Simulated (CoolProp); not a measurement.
Vapour-liquid equilibrium of n-butane (1) + R113 (2) at 0.449 bar; x and y are mole fractions of (1).

The numbers come from the multi-fluid Helmholtz-energy mixture model, Bücker 2006 and Marx 1992; pair parameters Bell 2016 in CoolProp.

Q: Give the bubble temperature and the first vapour's composition at x = 0.05, 0.45, 0.85. Is there an azeotrope?

A: x = 0.05: 18.2 °C, y = 0.274; x = 0.45: -7.6 °C, y = 0.861; x = 0.85: -17.3 °C, y = 0.971. No azeotrope shows between x = 0.05 and 0.95.

Pair parameters are fitted to limited data, so mixtures are less certain than the pure fluids.
